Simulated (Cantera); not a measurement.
Charge: 1 mol Cu₂O, 1.6 mol CH₄, 1.5 mol H₂, at 1948.15 K and 6.30 mbar.

Method: chemical equilibrium by Gibbs-energy minimisation in Cantera with the NASA 1993 tables (ideal gas, pure condensed phases). Candidate condensed phases: C, C₆H₆, C₇H₈, C₈H₁₈, Cu, CuO, Cu(OH)₂, Cu₂O, H₂O; 113 gas species. Kinetics and transport are ignored.

### Question
What is the equilibrium state?

### Answer
| Property | Result |
|---|---|
| x(H₂) | 0.601 |
| x(Cu) | 0.257 |
| x(CO) | 0.129 |
| x(H) | 0.0111 |
| x(Cu₂) | 0.000548 |
| x(C₂H₂ (acetylene)) | 0.000325 |
| x(CH₄) | 1.11e-6 |
| n(C(graphite)) | 0.595 mol |
| gas amount | 7.739 mol |
| log10 activity of Cu(l) (absent) | -0.21 |
